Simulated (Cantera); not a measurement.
Cantera run:

```python
import numpy as np
import cantera as ct

gas_names = """
    CL CL2 N N2 Si SiCL SiCL2 SiCL3 SiCL4 SiN Si2 Si2N Si3
""".split()
cond_names = """
    Si(cr) Si(L) Si3N4(a)
""".split()


def load(file, names, dense=False):
    # The tables refer to 1 bar. Condensed volumes are neglected.
    table = {s.name: s for s in ct.Species.list_from_file(file)}
    out = []
    for n in names:
        d = dict(table[n].input_data)
        d["thermo"] = dict(d["thermo"], **{"reference-pressure": 1e5})
        if dense:
            d["equation-of-state"] = {"model": "constant-volume", "density": "1e6 g/cm^3"}
        out.append(ct.Species.from_dict(d))
    return out


gas = ct.Solution(thermo="ideal-gas", species=load("nasa_gas.yaml", gas_names))
cond = {s.name: ct.Solution(thermo="fixed-stoichiometry", species=[s], name=s.name)
        for s in load("nasa_condensed.yaml", cond_names, dense=True)}
atoms = {
    'SiCl4': {'Si': 1, 'CL': 4},
    'N2': {'N': 2},
}
top_T = {'Si3N4(a)': 2400}  # K; cautious upper limits of use, not melting points


def equilibrate(T, P, feed):
    n = {}
    for name, mol in feed.items():
        for a, k in atoms[name].items():
            n[a] = n.get(a, 0.0) + k * mol
    gas.TPX = T, P, n
    mass = sum(n.values()) * gas.mean_molecular_weight
    gas.equilibrate("TP")
    valid = [c for c in cond.values() if c.min_temp <= T <= top_T.get(c.name, c.max_temp)]
    mix = ct.Mixture([(gas, mass / gas.mean_molecular_weight)] + [(c, 0.0) for c in valid])
    mix.T, mix.P = T, P
    mix.equilibrate("TP", solver="vcs", rtol=1e-11, max_steps=5000)
    return mix


results = []
T = 2025  # K
P = 20  # Pa
for m in [0.24, 0.43, 0.78, 1.4, 2.5, 4.6, 8.3, 15, 27, 49, 89]:
    feed = {'SiCl4': 1, 'N2': m}  # mol
    mix = equilibrate(T, P, feed)
    results.append((T, P, feed, dict(zip(mix.species_names, mix.species_moles))))
    x = sorted(zip(gas.X, gas.species_names), reverse=True)
    print(f"T = {T:g} K  P = {P:g} Pa  n(N2) = {m:g} mol  gas = {mix.phase_moles(0):.4g} mol")
    print("   x: " + "  ".join(f"{s} {v:.3e}" for v, s in x if v > 0.0001))
    print("   condensed (mol): " + ("  ".join(f"{mix.phase(i).name} {mix.phase_moles(i):.4g}"
          for i in range(1, mix.n_phases) if mix.phase_moles(i) > 1e-12) or "none"))
```

Output:

```
T = 2025 K  P = 20 Pa  n(N2) = 0.24 mol  gas = 3.235 mol
   x: CL 6.166e-01  SiCL2 3.002e-01  N2 7.418e-02  SiCL3 5.458e-03  SiCL 2.298e-03  Si 1.009e-03  CL2 1.156e-04  SiCL4 1.098e-04
   condensed (mol): none
T = 2025 K  P = 20 Pa  n(N2) = 0.43 mol  gas = 3.428 mol
   x: CL 5.827e-01  SiCL2 2.834e-01  N2 1.255e-01  SiCL3 4.869e-03  SiCL 2.295e-03  Si 1.066e-03  CL2 1.033e-04
   condensed (mol): none
T = 2025 K  P = 20 Pa  n(N2) = 0.78 mol  gas = 3.782 mol
   x: CL 5.292e-01  SiCL2 2.569e-01  N2 2.063e-01  SiCL3 4.008e-03  SiCL 2.291e-03  Si 1.172e-03
   condensed (mol): none
T = 2025 K  P = 20 Pa  n(N2) = 1.4 mol  gas = 4.408 mol
   x: CL 4.555e-01  N2 3.176e-01  SiCL2 2.202e-01  SiCL3 2.957e-03  SiCL 2.281e-03  Si 1.356e-03
   condensed (mol): none
T = 2025 K  P = 20 Pa  n(N2) = 2.5 mol  gas = 5.52 mol
   x: N2 4.529e-01  CL 3.659e-01  SiCL2 1.753e-01  SiCL 2.261e-03  SiCL3 1.891e-03  Si 1.673e-03
   condensed (mol): none
T = 2025 K  P = 20 Pa  n(N2) = 4.6 mol  gas = 7.643 mol
   x: N2 6.018e-01  CL 2.673e-01  SiCL2 1.254e-01  Si 2.241e-03  SiCL 2.213e-03  SiCL3 9.881e-04
   condensed (mol): none
T = 2025 K  P = 20 Pa  n(N2) = 8.3 mol  gas = 11.39 mol
   x: N2 7.287e-01  CL 1.835e-01  SiCL2 8.211e-02  Si 3.116e-03  SiCL 2.112e-03  SiCL3 4.442e-04
   condensed (mol): none
T = 2025 K  P = 20 Pa  n(N2) = 15 mol  gas = 18.19 mol
   x: N2 8.247e-01  CL 1.203e-01  SiCL2 4.860e-02  Si 4.290e-03  SiCL 1.906e-03  SiCL3 1.724e-04
   condensed (mol): none
T = 2025 K  P = 20 Pa  n(N2) = 27 mol  gas = 30.37 mol
   x: N2 8.889e-01  CL 7.819e-02  SiCL2 2.587e-02  Si 5.406e-03  SiCL 1.561e-03
   condensed (mol): none
T = 2025 K  P = 20 Pa  n(N2) = 49 mol  gas = 52.68 mol
   x: N2 9.301e-01  CL 5.088e-02  SiCL2 1.194e-02  Si 5.892e-03  SiCL 1.107e-03
   condensed (mol): none
T = 2025 K  P = 20 Pa  n(N2) = 89 mol  gas = 93.07 mol
   x: N2 9.562e-01  CL 3.303e-02  Si 5.423e-03  SiCL2 4.633e-03  SiCL 6.618e-04
   condensed (mol): none
```

Method: chemical equilibrium by Gibbs-energy minimisation in Cantera with the NASA 1993 tables (ideal gas, pure condensed phases). The tables' values for SiCl3, SiCl, SiN are old estimates; treat these amounts as uncertain.
